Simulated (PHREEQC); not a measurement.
Dissolve 50 mmol/kgw KOH, 1.4 mmol/kgw KNO3 and 0.0046 mmol/kgw CO2 at 25 °C. Closed to the air; pH follows from the charge balance.

Computed with PHREEQC (ion-association model, phreeqc.dat).

Each row changes one thing in this solution. No solid was allowed to form.

```tsv
case	pH	HCO3- (mol/kgw)
as made	12.60	1.38e-8
KNO3 from 0.0014 to 0.0021 mol/kgw	12.60	1.38e-8
temperature from 25 to 20 °C	12.77	1.04e-8
CO2 from 4.6e-06 to 2.3e-05 mol/kgw	12.60	6.91e-8
KOH from 0.05 to 0.5 mol/kgw	13.50	1.02e-9
KOH from 0.05 to 0.025 mol/kgw	12.32	2.97e-8
temperature from 25 to 45 °C	12.00	3.98e-8
KNO3 left out	12.60	1.39e-8
KOH from 0.05 to 0.005 mol/kgw	11.66	1.63e-7
```

At this temperature some constants are extrapolated from 25 °C, and those without enthalpy data are left unchanged.
